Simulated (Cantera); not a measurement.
Input: 1 mol trisilylamine, 2.1 mol NH3, 42 mol H2, held at 1873.15 K and 7.50 mbar.

Method: chemical equilibrium by Gibbs-energy minimisation in Cantera with the NASA 1993 tables (ideal gas, pure condensed phases). Candidate condensed phases: Si, Si3N4; 18 gas species. The feed counts by its element totals alone. Gases not in the tables: Si2H6 and higher silanes. Equilibrium is a limit: real reactors are often held back by kinetics, nucleation or transport.

Base state: H2 0.961, N2 0.0301, H 0.00732, Si 0.00118, SiH 9.32e-5, SiH2 4.72e-5 (mole fractions); condensed: Si(l).

Task: What changes in the equilibrium state with this change: temperature from 1873.15 K to 1000 K?

Result: 
| species | before | after |
|---|---|---|
| H2 | 0.961 | 1.00 |
| H | 0.00732 | 2.62e-8 |
| N2 | 0.0301 | 2.18e-9 |
| Si | 0.00118 | <1e-9 |
| SiH | 9.32e-5 | <1e-9 |
| SiH2 | 4.72e-5 | <1e-9 |
| Si(l), mol | 2.93 | 0 |
| Si(s), mol | 0 | 0.675 |
| Si3N4(s), mol | 0 | 0.775 |
